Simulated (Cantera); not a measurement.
Feed: 1 mol C₂F₆, 0.29 mol F₂, held at 100000 Pa.

Cantera equilibrium calculation (NASA polynomials, part measured and part estimated; ideal gas, pure solids and liquids). Candidate condensed phases: C; 13 gas species. The feed counts by its element totals alone. Gases not in the tables: C₂F₆ and larger saturated fluorocarbons. The numbers say what is thermodynamically allowed, not how fast it happens.

At 1650 °C, list the 4 most abundant gas species with their mole fractions, and the condensed phases.

CF₄ 0.992, CF₂ 0.00572, CF₃ 0.00168, F 0.000526. Condensed: C(graphite).
